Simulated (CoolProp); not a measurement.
Vapour-liquid equilibrium of dimethyl ether (1) + methanol (2) at 0.0713 bar; x and y are mole fractions of (1).

The numbers come from the multi-fluid Helmholtz-energy mixture model, Wu 2011 and de Reuck 1993; pair parameters Bell 2016 in CoolProp.

Problem. Give the bubble temperature and the first vapour's composition at x = 0.35, 0.65, 0.75. Is there an azeotrope?

Solution. x = 0.35: 207.6 K, y = 0.998; x = 0.65: 204.2 K, y = 0.998; x = 0.75: 203.4 K, y = 0.998. No azeotrope shows between x = 0.05 and 0.95.

The pair parameters rest on a limited set of measurements; away from them the model extrapolates. With so large a gap from Raoult's law the liquid may split in two, which this calculation doesn't test in full.
